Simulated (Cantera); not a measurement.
A closed system holds: 1 mol n-butane, 0.22 mol O₂, 22 mol H₂, held at 0.133 bar.

These are equilibrium values from Cantera (NASA tables, ideal gas, pure condensed phases), not measurements of a reactor. Candidate condensed phases: C, C₆H₆, C₇H₈, C₈H₁₈, H₂O; 110 gas species. Equilibrium is a limit: real reactors are often held back by kinetics, nucleation or transport.

Q: At 825 K, list the 5 most abundant gas species with their mole fractions, and the condensed phases.

A: H₂ 0.888, CH₄ 0.0950, H₂O 0.0103, CO 0.00688, CO₂ 0.000284. Condensed: C(graphite).
